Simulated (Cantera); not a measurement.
A freely propagating, adiabatic, planar premixed flame of H₂ : O₂ : N₂ = 1 : 0.263 : 0.763 (molar parts), unburnt at 425 K and 760 Torr; mixture-averaged transport, grid criteria slope 0.08 and curve 0.16, no radiation.

Cantera simulation using the H2/O2 subset of GRI-Mech 3.0, which has no nitrogen chemistry; the numbers are that mechanism's predictions, not measurements. Burning velocities carry a grid error of a few per cent, more on coarse grids.

What does this change do: N2 0.763 to 0.98 parts?


```
quantity                    before     after
------------------------  --------  --------
laminar burning velocity  627 cm/s  522 cm/s
thermal thickness         0.375 mm  0.382 mm
peak x(O)                  0.00494   0.00389
peak x(H)                   0.0991    0.0821
peak x(HO₂)               0.000451  0.000405
```
